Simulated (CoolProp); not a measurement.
cis-2-butene along the isotherm -44.65 °C: Z from the reference equation and from simpler models built on Tc = 162.6 °C, pc = 4236 kPa, ω = 0.202; each cubic takes its own stable root.

Computed with CoolProp (reference Helmholtz-energy equation of state, Lemmon 2005). It is a short technical equation, of lower accuracy than the large ones.

```json
[
 {"p (kPa)": "3030", "phase": "liquid", "reference": "0.1288"},
 {"p (kPa)": "6050", "phase": "liquid", "reference": "0.2563"},
 {"p (kPa)": "9080", "phase": "liquid", "reference": "0.3835"},
 {"p (kPa)": "12100", "phase": "liquid", "reference": "0.5095"},
 {"p (kPa)": "15100", "phase": "liquid", "reference": "0.6339"},
 {"p (kPa)": "18200", "phase": "liquid", "reference": "0.7618"},
 {"p (kPa)": "21200", "phase": "liquid", "reference": "0.8849"},
 {"p (kPa)": "24200", "phase": "liquid", "reference": "1.007"},
 {"p (kPa)": "27200", "phase": "liquid", "reference": "1.129"},
 {"p (kPa)": "30300", "phase": "liquid", "reference": "1.255"},
 {"p (kPa)": "33300", "phase": "liquid", "reference": "1.375"},
 {"p (kPa)": "36300", "phase": "liquid", "reference": "1.496"},
 {"p (kPa)": "39300", "phase": "liquid", "reference": "1.615"},
 {"p (kPa)": "42400", "phase": "liquid", "reference": "1.739"}
]
```

**Question.** How far does each simpler model (van der Waals, Redlich-Kwong, Soave-Redlich-Kwong, Peng-Robinson) lie from the reference over these 14 states: mean and median of the absolute difference, and the worst?

**Answer.** 
- van der Waals: mean 58.0 %, median 57.5 %, worst +62.0 % at -44.65 °C and 3030 kPa
- Redlich-Kwong: mean 9.2 %, median 9.1 %, worst +9.9 % at -44.65 °C and 3030 kPa
- Soave-Redlich-Kwong: mean 8.0 %, median 8.0 %, worst +8.3 % at -44.65 °C and 3030 kPa
- Peng-Robinson: mean 3.7 %, median 3.7 %, worst -3.8 % at -44.65 °C and 9080 kPa
